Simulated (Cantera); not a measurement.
A perfectly stirred reactor is fed with NH3 : H2 = 1 : 20 (molar parts), at 2700 Pa; it is held at 1875 K, and followed from long to short residence time.

Computed with Cantera and the gas-phase N/H chemistry of the illustrative SiF4/NH3 mechanism in the Surface Chemkin manual (1991). Walls and surfaces, which speed up NH3 decomposition in real reactors, are not modelled.

One state of this run: x NH3 = 0.0334; x H2 = 0.959; x N2H4 = 2.35e-10; x N = 3.88e-7; x NH = 2.85e-6; x N2 = 0.00676. x: mole fraction; the columns are a selection and need not sum to one.

Q: Which value of τ (s) does it belong to?
A) 2.3
B) 0.17
C) 0.00086
D) 0.0032

A: A, 2.3
